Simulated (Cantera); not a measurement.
Input (Python, Cantera) and output of one run.

```python
import numpy as np
import cantera as ct

gas_names = [...]  # 76 gases of nasa_gas.yaml made of C, H
cond_names = """
    C(gr) C6H6(L) C7H8(L) C8H18(L),n-octa
""".split()


# ... load() reads the species with a 1 bar reference pressure and builds the phases ...
atoms = {
    'C3H8': {'C': 3, 'H': 8},
    'H2': {'H': 2},
}
top_T = {'C(gr)': 4500}  # K; cautious upper limits of use, not melting points


# ... equilibrate(T, P, feed) seeds the gas with the atoms and calls Mixture.equilibrate('TP', solver="vcs", rtol=1e-11, max_steps=5000) ...
results = []
feed = {'C3H8': 1, 'H2': 21}  # mol
P = 250000  # Pa
for T in [1523, 1623, 1723, 1823, 1923, 2023, 2123, 2223, 2323, 2423, 2523]:
    mix = equilibrate(T, P, feed)
    results.append((T, P, feed, dict(zip(mix.species_names, mix.species_moles))))
    x = sorted(zip(gas.X, gas.species_names), reverse=True)
    print(f"T = {T:g} K  P = {P:g} Pa  gas = {mix.phase_moles(0):.4g} mol")
    print("   x: " + "  ".join(f"{s} {v:.3e}" for v, s in x if v > 0.001))
    print("   condensed (mol): " + ("  ".join(f"{mix.phase(i).name} {mix.phase_moles(i):.4g}"
          for i in range(1, mix.n_phases) if mix.phase_moles(i) > 1e-12) or "none"))
```

Output:

```
T = 1523 K  P = 250000 Pa  gas = 24.86 mol
   x: H2 9.943e-01  CH4 5.691e-03
   condensed (mol): C(gr) 2.858
T = 1623 K  P = 250000 Pa  gas = 24.91 mol
   x: H2 9.962e-01  CH4 3.679e-03
   condensed (mol): C(gr) 2.906
T = 1723 K  P = 250000 Pa  gas = 24.94 mol
   x: H2 9.973e-01  CH4 2.501e-03
   condensed (mol): C(gr) 2.933
T = 1823 K  P = 250000 Pa  gas = 24.96 mol
   x: H2 9.977e-01  CH4 1.776e-03
   condensed (mol): C(gr) 2.944
T = 1923 K  P = 250000 Pa  gas = 24.97 mol
   x: H2 9.976e-01  CH4 1.307e-03
   condensed (mol): C(gr) 2.944
T = 2023 K  P = 250000 Pa  gas = 24.99 mol
   x: H2 9.969e-01  H 1.199e-03
   condensed (mol): C(gr) 2.929
T = 2123 K  P = 250000 Pa  gas = 25.01 mol
   x: H2 9.953e-01  H 2.264e-03  C2H2,acetylene 1.648e-03
   condensed (mol): C(gr) 2.896
T = 2223 K  P = 250000 Pa  gas = 25.03 mol
   x: H2 9.924e-01  H 4.036e-03  C2H2,acetylene 2.880e-03
   condensed (mol): C(gr) 2.838
T = 2323 K  P = 250000 Pa  gas = 25.07 mol
   x: H2 9.878e-01  H 6.845e-03  C2H2,acetylene 4.783e-03
   condensed (mol): C(gr) 2.744
T = 2423 K  P = 250000 Pa  gas = 25.13 mol
   x: H2 9.808e-01  H 1.111e-02  C2H2,acetylene 7.589e-03
   condensed (mol): C(gr) 2.602
T = 2523 K  P = 250000 Pa  gas = 25.21 mol
   x: H2 9.706e-01  H 1.732e-02  C2H2,acetylene 1.156e-02
   condensed (mol): C(gr) 2.397
```

Cantera equilibrium calculation (NASA polynomials, part measured and part estimated; ideal gas, pure solids and liquids).
